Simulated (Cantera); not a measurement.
A closed system holds: 1 mol Si, 15 mol HCl, 0.26 mol N2, at 1648 K and 0.0623 Torr.

Equilibrium computed with Cantera from the NASA thermochemical tables; the gas is ideal and each condensed phase is pure. Candidate condensed phases: NH4Cl, Si, Si3N4; 28 gas species. The tables' values for SiCl3, SiCl are old estimates; treat these amounts as uncertain. The numbers say what is thermodynamically allowed, not how fast it happens.

Base state: HCl 0.817, H2 0.0758, SiCl2 0.0628, Cl 0.0228, N2 0.0168, H 0.00269, SiCl3 0.00178, SiCl4 0.000112 (mole fractions); condensed: gas only.

**Question.** What changes in the equilibrium state with this change: pressure from 0.0623 Torr to 58.5 Torr?

**Answer.** 
| species | before | after |
|---|---|---|
| HCl | 0.817 | 0.810 |
| H2 | 0.0758 | 0.104 |
| SiCl4 | 0.000112 | 0.0274 |
| SiCl2 | 0.0628 | 0.0230 |
| Cl | 0.0228 | 0.000628 |
| SiCl3 | 0.00178 | 0.0169 |
| N2 | 0.0168 | 0.0177 |
| SiHCl3 | 1.73e-6 | 0.000589 |
| SiCl | 3.90e-5 | 5.50e-7 |
| H | 0.00269 | 0.000103 |
The tables' values for SiCl3 are old estimates; treat these amounts as uncertain.
